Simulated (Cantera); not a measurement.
A freely propagating, adiabatic, planar premixed flame of H2 : O2 : N2 = 1 : 0.758 : 2.85 (molar parts), unburnt at 550 K and 30000 Pa; mixture-averaged transport, grid criteria slope 0.08 and curve 0.16, no radiation.

Model: the H2/O2 subset of GRI-Mech 3.0, which has no nitrogen chemistry, integrated in Cantera. Burning velocities carry a grid error of a few per cent, more on coarse grids. Lean hydrogen flames are cellular in practice and burn faster than this planar one.

Question: Predict: laminar burning velocity; thermal thickness; peak x(OH); peak x(H); peak x(HO2).

Answer: 
| Quantity | Result |
|---|---|
| laminar burning velocity | 411 cm/s |
| thermal thickness | 2.06 mm |
| peak x(OH) | 0.0135 |
| peak x(H) | 0.0395 |
| peak x(HO2) | 0.000131 |
